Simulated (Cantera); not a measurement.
Feed: 1 mol Al, 0.16 mol H2O, 0.055 mol O2, equilibrated at 1723 K and 51.0 Torr.

Method: chemical equilibrium by Gibbs-energy minimisation in Cantera with the NASA 1993 tables (ideal gas, pure condensed phases). Mutual solubility and eutectic melting of coexisting phases are not modelled. The numbers say what is thermodynamically allowed, not how fast it happens.

```
species          before    after
-------------  --------  -------
H2                0.987    0.957
Al2O            0.00652   0.0233
Al              0.00469   0.0168
AlH            0.000688  0.00128
H              0.000695  0.00129
Al(l), mol        0.818    0.812
Al2O3(s), mol    0.0896   0.0887
```
Gas species are given as mole fractions.

Problem. Which change was made?
(A) temperature from 1723 K to 800 K
(B) temperature from 1723 K to 1398.15 K
(C) pressure from 51.0 Torr to 14.3 Torr
(D) temperature from 1723 K to 1675 K

Solution. C, pressure from 51.0 Torr to 14.3 Torr
